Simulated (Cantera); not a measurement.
An isothermal plug-flow reactor at 848 K and 5.00 bar (inlet), inlet velocity 0.86 m/s, active area per volume 1700 1/m; feed CH₄ : O₂ : N₂ : H₂O = 0.0076 : 0.13 : 0.79 : 0.049 (molar parts), equivalence ratio 0.12.

Computed with Cantera and Deutschmann's 1995 Pt surface mechanism with GRI-Mech 3.0 gas chemistry. Catalytic surfaces can have several steady states; this one follows from the mechanism file's or the stated starting coverage. Mass transfer to the wall is taken as infinitely fast.

### Question
What does this change do: temperature 848 to 950 K?

### Answer
```csv
quantity,before,after
x(CH₄) at z = 0.0083 m,0.00769,0.00680
x(O₂) at z = 0.0083 m,0.133,0.131
x(H₂O) at z = 0.0083 m,0.0504,0.0521
x(CO₂) at z = 0.0083 m,9.49e-5,0.000958
x(CO) at z = 0.0083 m,1.14e-6,2.01e-6
θ(free Pt) at the exit,0.0287,0.0785
θ(O*) at the exit,0.964,0.914
θ(OH*) at the exit,0.00700,0.00740
```
